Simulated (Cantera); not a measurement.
A closed system holds: 1 mol SiCl4, 8.3 mol H2, 0.58 mol Cl2, held at 575 K and 0.133 bar.

Method: chemical equilibrium by Gibbs-energy minimisation in Cantera with the NASA 1993 tables (ideal gas, pure condensed phases). Candidate condensed phases: Si; 19 gas species. Equilibrium is a limit: real reactors are often held back by kinetics, nucleation or transport.

Base state: H2 0.781, HCl 0.117, SiCl4 0.101, SiHCl3 1.00e-5 (mole fractions); condensed: gas only.

What changes in the equilibrium state with this change: temperature from 575 K to 1200 K?


```json
[
 {"species": "H2", "before": "0.781", "after": "0.759"},
 {"species": "HCl", "before": "0.117", "after": "0.141"},
 {"species": "SiCl4", "before": "0.101", "after": "0.0800"},
 {"species": "SiHCl3", "before": "1.00e-5", "after": "0.0117"},
 {"species": "SiCl3", "before": "<1e-9", "after": "0.00543"},
 {"species": "SiCl2", "before": "<1e-9", "after": "0.00323"},
 {"species": "SiH2Cl2", "before": "<1e-9", "after": "0.000225"}
]
```
The tables' values for SiCl3 are old estimates; treat these amounts as uncertain.
